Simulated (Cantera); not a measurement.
Charge: 1 mol PbO, 60 mol H₂.

These are equilibrium values from Cantera (NASA tables, ideal gas, pure condensed phases), not measurements of a reactor. Candidate condensed phases: H₂O, Pb, PbO, PbO₂, Pb₃O₄; 12 gas species. Equilibrium is a limit: real reactors are often held back by kinetics, nucleation or transport.

Stable condensed phases, one row left out:

```
T in K \ P in Pa
              10      52     270    1400    7200   37000  190000 1000000
   1498        A       A       A       A       A       A       B       B
   1423        A       A       A       A       A       A       B       B
   1348        A       A       A       A       A       B       B       B
   1273        A       A       A       A       A       B       B       B
   1198        A       A       A       A       B       B       B       B
   1123        A       A       A       B       B       B       B       B
   1048        A       A       A       B       B       B       B       B
    973        A       A       B       B       B       B       B       B
    823        B       B       B       B       B       B       B       B
    748        B       B       B       B       B       B       B       B
```

A: gas only; B: Pb.

Problem. Give the row for 898 K.

Solution. 10: Pb; 52: Pb; 270: Pb; 1400: Pb; 7200: Pb; 37000: Pb; 190000: Pb; 1000000: Pb.
